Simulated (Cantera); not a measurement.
A freely propagating, adiabatic, planar premixed flame of H2 : O2 : N2 = 1 : 0.28 : 0.855 (molar parts), unburnt at 375 K and 638 Torr; mixture-averaged transport, grid criteria slope 0.08 and curve 0.16, no radiation.

Cantera simulation using the H2/O2 subset of GRI-Mech 3.0, which has no nitrogen chemistry; the numbers are that mechanism's predictions, not measurements. Burning velocities carry a grid error of a few per cent, more on coarse grids.

**Question.** Predict: laminar burning velocity; thermal thickness; peak x(HO2); peak x(H); peak x(OH); peak x(O).

**Answer.** 
| Property | Value |
|---|---|
| laminar burning velocity | 502 cm/s |
| thermal thickness | 0.445 mm |
| peak x(HO2) | 0.000442 |
| peak x(H) | 0.0967 |
| peak x(OH) | 0.00735 |
| peak x(O) | 0.00528 |
